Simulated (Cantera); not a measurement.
Thermodynamics of fluorocarbon and chlorocarbon gases, feed CH2F2 + F2 + H2

Input: 1 mol CH2F2, a varied amount of F2, 0.17 mol H2, at 1748.15 K and 13300 Pa.

Cantera equilibrium calculation (NASA polynomials, part measured and part estimated; ideal gas, pure solids and liquids). Candidate condensed phases: C, C6H6, C7H8, C8H18; 95 gas species. Gases not in the tables: C2F6 and larger saturated fluorocarbons. Rates play no part.

| n(F2) (mol) | log p HF | log p CF4 | log p H2 | log p CF2 | log p F | log p H | log p CF3 | log p CHF3 | n C(graphite) |
|---|---|---|---|---|---|---|---|---|---|
| 0.066 | -0.90 | -12.75 | -2.21 | -9.37 | -7.33 | -4.74 | <-12 | -11.41 | 1.000 |
| 0.081 | -0.89 | -12.59 | -2.28 | -9.29 | -7.29 | -4.78 | -12.83 | -11.33 | 1.000 |
| 0.098 | -0.89 | -12.39 | -2.37 | -9.19 | -7.24 | -4.83 | -12.68 | -11.22 | 1.000 |
| 0.12 | -0.88 | -12.05 | -2.54 | -9.02 | -7.15 | -4.91 | -12.42 | -11.05 | 1.000 |
| 0.15 | -0.88 | -11.21 | -2.94 | -8.60 | -6.94 | -5.11 | -11.80 | -10.63 | 1.000 |
| 0.18 | -0.88 | -3.56 | -6.76 | -4.77 | -5.03 | -7.02 | -6.06 | -6.80 | 0.995 |
| 0.22 | -0.88 | -2.86 | -7.12 | -4.42 | -4.85 | -7.20 | -5.53 | -6.45 | 0.975 |
| 0.26 | -0.88 | -2.61 | -7.25 | -4.30 | -4.79 | -7.27 | -5.34 | -6.33 | 0.955 |
| 0.32 | -0.89 | -2.39 | -7.37 | -4.19 | -4.74 | -7.33 | -5.18 | -6.22 | 0.924 |
| 0.39 | -0.90 | -2.23 | -7.47 | -4.11 | -4.70 | -7.37 | -5.05 | -6.15 | 0.889 |
| 0.47 | -0.90 | -2.10 | -7.55 | -4.04 | -4.66 | -7.41 | -4.96 | -6.09 | 0.849 |
| 0.58 | -0.91 | -1.97 | -7.63 | -3.98 | -4.63 | -7.45 | -4.86 | -6.04 | 0.794 |
log p: log10 of the partial pressure in bar; n: condensed amount in mol.

From 0.066 mol F2 to 0.58 mol F2 the condensed part is C(graphite). The main C-bearing gas is C2H2 (acetylene) at 0.066 mol F2 and CF4 at 0.58 mol F2.
